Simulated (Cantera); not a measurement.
An adiabatic, constant-pressure homogeneous reactor starts with CH4 : H2 : O2 : N2 : H2O = 1 : 0.35 : 3.06 : 11.5 : 0.62 (molar parts), equivalence ratio 0.71, at 1073 K and 1.01 bar.

Cantera simulation using GRI-Mech 3.0 (53 species, 325 reactions); the numbers are that mechanism's predictions, not measurements.

Question: Predict: time of steepest temperature rise; temperature at 0.100 s; equilibrium temperature; x(H2) at 0.100 s; x(O2) at 0.100 s.

Answer: 
| Item | Result |
|---|---|
| time of steepest temperature rise | 11.8 ms |
| temperature at 0.100 s | 2350 K |
| equilibrium temperature | 2349 K |
| x(H2) at 0.100 s | 0.00212 (gas-phase equilibrium 0.00212) |
| x(O2) at 0.100 s | 0.0508 (gas-phase equilibrium 0.0502) |
